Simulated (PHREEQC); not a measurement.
PHREEQC input (ion-association model, wateq4f.dat):

```
SOLUTION_MASTER_SPECIES
  An  An-  0  An  62.0  # stands for a non-complexing anion
SOLUTION_SPECIES
  An- = An-
    -log_k 0
    -gamma 3.0 0
PHASES
  Fix_H+
    H+ = H+
    -log_k 0
SOLUTION 1
  temp 25
  units mmol/kgw
  pH 7 charge
  Cl 0.5698
  Mg 0.0049
  Ni 0.28
  Na 1
  An 1
END
SELECTED_OUTPUT 1
  -reset false
  -pH true
  -pe true
  -ionic_strength true
  -water true
  -totals Cl Mg Na Ni
  -molalities Hfo_wOH Hfo_wOH2+ Hfo_wO- Hfo_sOH Hfo_sOH2+ Hfo_sO- Hfo_sONi+ Hfo_wONi+ Hfo_wOMg+
  -saturation_indices Brucite Ni(OH)2 Halite
USER_PUNCH 1
  -headings sigma psi
  10 PUNCH EDL("sigma", "Hfo"), EDL("psi", "Hfo")
PRINT
  -reset false
USE solution 1
SURFACE 1
  Hfo_wOH 0.000404494 600 0.18
  Hfo_sOH 1.01124e-05
EQUILIBRIUM_PHASES 1
  Fix_H+ -4 HAn 10
    -force_equality true
  O2(g) -0.68 10
END
# ... the last block is repeated for the other 16 points of pH, with NaOH or the acid as the point needs
```

Selected output (columns that matter, 9 of 17 rows; pH added in front):

```
pH	mu	Mg	Na	Ni	m_Hfo_wOH	m_Hfo_wOH2+	m_Hfo_wO-	m_Hfo_sOH	m_Hfo_sOH2+	si_Brucite	si_Ni(OH)2	si_Halite	sigma	psi
4	0.0020376	4.9e-06	0.001	0.00027999	0.00023499	0.00016168	7.8239e-06	5.8682e-06	4.0377e-06	-14.235	-6.4403	-7.87	0.14091	0.20423
4.75	0.0019161	4.9e-06	0.001	0.00027977	0.00028308	0.00010369	1.7704e-05	6.9221e-06	2.5356e-06	-12.732	-4.9382	-7.8687	0.078917	0.17606
5.5	0.0018696	4.9e-06	0.001	0.00027645	0.00030341	7.1203e-05	2.9618e-05	5.1197e-06	1.2015e-06	-11.231	-3.4424	-7.8682	0.040957	0.14313
6.25	0.0018279	4.8992e-06	0.0010067	0.00026512	0.00030592	5.0302e-05	4.2622e-05	6.7461e-07	1.1092e-07	-9.7305	-1.9597	-7.8649	0.020173	0.1079
7	0.0017803	4.8895e-06	0.0011212	0.00021293	0.00025367	1.9973e-05	7.3806e-05	6.0176e-08	4.738e-09	-8.2304	-0.5543	-7.8176	0.01182	0.082453
7.75	0.0017003	4.8589e-06	0.0012878	0.0001316	0.00012332	2.4828e-06	0.00014033	1.2131e-08	2.4422e-10	-6.7315	0.7359	-7.7564	0.0094554	0.073123
8.5	0.0016558	4.8148e-06	0.0013858	8.6547e-05	3.6353e-05	1.6406e-07	0.00018453	2.7002e-09	1.2186e-11	-5.2349	2.0382	-7.724	0.0081772	0.067174
9.25	0.0016389	4.7503e-06	0.0014617	7.3422e-05	8.9742e-06	9.2769e-09	0.00019888	6.2218e-10	6.4316e-13	-3.7424	3.3159	-7.7007	0.007005	0.06067
10	0.0016886	3.9714e-06	0.0016477	7.3883e-05	4.4555e-06	2.2393e-09	0.00020309	3.0962e-10	1.5561e-13	-2.3324	3.9321	-7.6491	0.0035241	0.03483
```

Along this series the solution becomes supersaturated in solids that the run did not let form, among them Ni(OH)2.
